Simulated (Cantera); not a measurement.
A closed system holds: 1 mol CH₄, 0.079 mol O₂, 1.6 mol H₂, held at 10.0 Torr.

Equilibrium computed with Cantera from the NASA thermochemical tables; the gas is ideal and each condensed phase is pure. Candidate condensed phases: C, C₆H₆, C₇H₈, C₈H₁₈, H₂O; 110 gas species. Equilibrium is a limit: real reactors are often held back by kinetics, nucleation or transport. All values below are at 1600 °C.

Base state: H₂ 0.952, CO 0.0419, H 0.00545, C₂H₂ (acetylene) 0.000297 (mole fractions); condensed: C(graphite).

Task: What changes in the equilibrium state with this change: pressure from 10.0 Torr to 2550 Torr?

Result: 
| species | before | after |
|---|---|---|
| H₂ | 0.952 | 0.955 |
| CO | 0.0419 | 0.0421 |
| CH₄ | 7.37e-6 | 0.00189 |
| H | 0.00545 | 0.000342 |
| H₂O | 1.07e-7 | 2.75e-5 |
| C₂H₄ | 5.43e-8 | 1.39e-5 |
| CH₃ | 8.49e-7 | 1.36e-5 |
| C₂H₂ (acetylene) | 0.000297 | 0.000298 |
| C(graphite), mol | 0.840 | 0.833 |
